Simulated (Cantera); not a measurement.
Transport properties of process gases

Gas mixture: C₃H₈ = 0.074 (molar parts), at 22000 Pa, frozen composition.

Cantera's kinetic-theory transport with the Lennard-Jones parameters of GRI-Mech 3.0, ideal gas; thermal conductivity in the mixture-averaged form. The composition is frozen, though it would react at the higher temperatures.

| T (K) | ρ (kg/m³) | cp (J/kg/K) | μ (µPa s) | λ (mW/m/K) | Pr | D (cm²/s) C₂H₂ | D (cm²/s) CH₄ | D (cm²/s) N₂ |
|---|---|---|---|---|---|---|---|---|
| 400 | 0.292 | 2134 | 10.9 | 30.7 | 0.756 | 0.719 | 0.985 | 0.892 |
| 650 | 0.180 | 3083 | 16.5 | 67.4 | 0.756 | 1.75 | 2.35 | 2.10 |
| 900 | 0.130 | 3749 | 21.2 | 105 | 0.758 | 3.10 | 4.13 | 3.66 |
| 1150 | 0.101 | 4195 | 25.4 | 141 | 0.753 | 4.72 | 6.27 | 5.54 |
| 1400 | 0.0833 | 4523 | 29.1 | 176 | 0.750 | 6.60 | 8.74 | 7.70 |
| 1650 | 0.0707 | 4780 | 32.6 | 208 | 0.750 | 8.71 | 11.5 | 10.1 |
| 1900 | 0.0614 | 4978 | 35.8 | 238 | 0.749 | 11.0 | 14.6 | 12.8 |
| 2150 | 0.0543 | 5126 | 38.8 | 266 | 0.749 | 13.6 | 17.9 | 15.7 |
| 2400 | 0.0486 | 5234 | 41.7 | 292 | 0.747 | 16.3 | 21.5 | 18.9 |
D: mixture-averaged diffusion coefficient of that species in the mixture.
